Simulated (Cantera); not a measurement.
Feed: 1 mol AlCl3, 9.7 mol N2, 2.5 mol O2, at 0.0550 bar.

Cantera equilibrium calculation (NASA polynomials, part measured and part estimated; ideal gas, pure solids and liquids). Candidate condensed phases: Al, AlCl3, AlN, Al2O3; 24 gas species. Kinetics and transport are ignored.

Over these rows the condensed part is Al2O3(s). Partial pressures as log10 of bar:

```tsv
T (K)	1000/T (1/K)	log p AlCl3	log p N2	log p O2	log p Cl2	log p Cl
1200	0.8333	-7.24	-1.39	-2.13	-2.21	-3.43
1275	0.7843	-6.63	-1.39	-2.13	-2.23	-3.12
1350	0.7407	-6.11	-1.39	-2.14	-2.25	-2.85
1425	0.7018	-5.68	-1.40	-2.14	-2.30	-2.61
1500	0.6667	-5.34	-1.40	-2.15	-2.37	-2.42
1575	0.6349	?	-1.41	-2.15	-2.48	-2.26
```

Fit log p(AlCl3) = a + b·(1000/T) to the five rows, give the apparent enthalpy, and predict the row at 1575 K.

Means: 1000/T = 0.7454, log p = -6.200. Sxy = -0.198920, Sxx = 0.0173564, so b = -11.46 and a = -6.200 − (-11.46)×0.7454 = 2.34.
Apparent enthalpy: −19.145 × (-11.46) = 219 kJ/mol. With the condensed phases at unit activity, 1/2 Al2O3(s) + 3/2 Cl2(g) = AlCl3(g) + 3/4 O2(g) links this pressure to the main gases: over the six rows their terms move log p by -0.39 in all, so the slope isn't that reaction's ΔH° alone. The five rows lie within 0.04 of the line.
Prediction at 1575 K: 2.34 + (-11.46)×0.6349 = -4.94. The computed value is -5.09, 0.15 from the line.
